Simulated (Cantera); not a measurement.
Charge: 1 mol SiH4, 1.7 mol CO2, 0.062 mol O2, at 1330 Pa.

Equilibrium computed with Cantera from the NASA thermochemical tables; the gas is ideal and each condensed phase is pure. Candidate condensed phases: C, C6H6, C7H8, C8H18, H2O, Si, SiC, SiO2; 123 gas species. The tables hold silica as quartz up to 1696 K and as liquid above; real silica turns to tridymite and cristobalite and melts near 1996 K. Rates play no part. All values below are at 1823 K.

Base state: H2 0.510, CO 0.436, SiO 0.0485, H2O 0.00269, H 0.00268, CO2 0.000589 (mole fractions); condensed: SiO2(condensed).

### Question
What changes in the equilibrium state with this change: CO2 from 1.7 to 13 mol?

### Answer
```
species                 before     after
--------------------  --------  --------
CO2                   0.000589     0.620
CO                       0.436     0.246
H2O                    0.00269     0.121
H2                       0.510    0.0122
SiO                     0.0485   2.60e-5
O2                       <1e-9   3.23e-5
OH                     9.85e-7  0.000285
H                      0.00268  0.000415
SiO2(condensed), mol     0.811     1.000
```
